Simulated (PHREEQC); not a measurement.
A column of 0.2 m (30 cells, dispersivity 0.01 m, 720 s a shift, diffusion coefficient 3e-10 m²/s) holds 0.096 eq of the database's cation exchanger X per kg of pore water, first in equilibrium with 1.2 mmol/kgw CdCl2, 20 mmol/kgw KCl and 0.01 mmol/kgw HCl. It is flushed with 0.015 mol ZnSO4, 0.012 mol MnCl2 and 1e-05 mol HCl per kg of water, at 15 °C. Values are for the last cell. The system is closed to CO2. No solid was allowed to form.

Base run: PHREEQC, ion-association model, phreeqc.dat. Each further column changes one thing. The table gives Zn in solution (mol/kgw).

```
pore volumes      base  exchange capacity from 0.096 to 0.048 eq/kgw  dispersivity from 0.01 to 0.02 m
------------  --------  --------------------------------------------  --------------------------------
0                    0                                             0                                 0
0.6167               0                                      1.84e-13                          2.35e-13
1.417          2.74e-5                                       0.00135                          0.000202
2.017         0.000981                                       0.00767                           0.00217
2.617          0.00420                                        0.0124                           0.00555
3.417          0.00971                                        0.0145                           0.00970
4.017           0.0124                                        0.0149                            0.0118
4.617           0.0139                                        0.0150                            0.0131
5.417           0.0146                                        0.0150                            0.0141
6.017           0.0149                                        0.0150                            0.0145
```
